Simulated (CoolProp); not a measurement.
A Linde-Hampson liquefier for carbon monoxide: isothermal reversible compression at 290 K from 1 atm to 25 MPa, throttling to 1 atm, return gas leaving the recuperator 0 K below the feed. Each further row changes one setting.

The numbers come from the reference Helmholtz-energy equation of state, Lemmon 2006 in CoolProp. It is a short technical equation, of lower accuracy than the large ones.

```csv
case,liquid yield per pass,compression work (kJ/kg of gas)
as stated,0.105,473
high pressure 50 MPa,0.112,544
warm-end temperature 320 K,0.078,526
warm-end gap 5 K,0.094,473
```
